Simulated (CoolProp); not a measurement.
Model: reference Helmholtz-energy equation of state, Fiedler 2023, in CoolProp.

### Question
Give the vapour pressure (MPa), liquid density (kg/m³), enthalpy of vaporisation (kJ/kg) of saturated tetrahydrofuran at 88.75, 144.75, 172.85 °C.

### Answer
```
T (°C)  p (MPa)  liquid density (kg/m³)  enthalpy of vaporisation (kJ/kg)
------  -------  ----------------------  --------------------------------
88.75     0.201                     809                               399
144.75    0.759                     736                               348
172.85     1.29                     694                               317
```
